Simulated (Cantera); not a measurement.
Mixture: CH4 : C2H6 : C3H8 : O2 : N2 : H2O = 1 : 0.036 : 0.062 : 4.97 : 18.7 : 3.5 (molar parts), at 460000 Pa, adiabatic and at constant pressure. Ignition delay is the time to a rise of 400 K.

Computed with Cantera and GRI-Mech 3.0 (53 species, 325 reactions).

Problem. What does this change do: constant volume in place of constant pressure?

Solution. 
```csv
quantity,before,after
delay at 1175 K,4.51 ms,4.31 ms
delay at 1275 K,1.16 ms,1.09 ms
delay at 1375 K,0.336 ms,0.312 ms
delay at 1475 K,0.113 ms,0.104 ms
delay at 1575 K,45.1 µs,40.7 µs
apparent activation energy between 1475 and 1575 K,180 kJ/mol,180 kJ/mol
```

Problem. What does this change do: H2O 3.5 to 8.4 parts?

Solution. 
```tsv
quantity	before	after
delay at 1175 K	4.51 ms	4.90 ms
delay at 1275 K	1.16 ms	1.29 ms
delay at 1375 K	0.336 ms	0.390 ms
delay at 1475 K	0.113 ms	0.136 ms
delay at 1575 K	45.1 µs	55.0 µs
apparent activation energy between 1475 and 1575 K	180 kJ/mol	170 kJ/mol
```
